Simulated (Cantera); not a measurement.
Feed: 1 mol HgO, 17 mol H₂, 0.015 mol O₂, at 1100 K and 0.350 bar.

Method: chemical equilibrium by Gibbs-energy minimisation in Cantera with the NASA 1993 tables (ideal gas, pure condensed phases). Candidate condensed phases: H₂O, Hg, HgO; 10 gas species. Rates play no part.

Base state: H₂ 0.887, H₂O 0.0572, Hg 0.0556 (mole fractions); condensed: gas only.

Problem. What changes in the equilibrium state with this change: O₂ from 0.015 to 1.4 mol?

Solution. 
```json
[
 {"species": "H₂", "before": "0.887", "after": "0.733"},
 {"species": "H₂O", "before": "0.0572", "after": "0.211"},
 {"species": "Hg", "before": "0.0556", "after": "0.0556"}
]
```
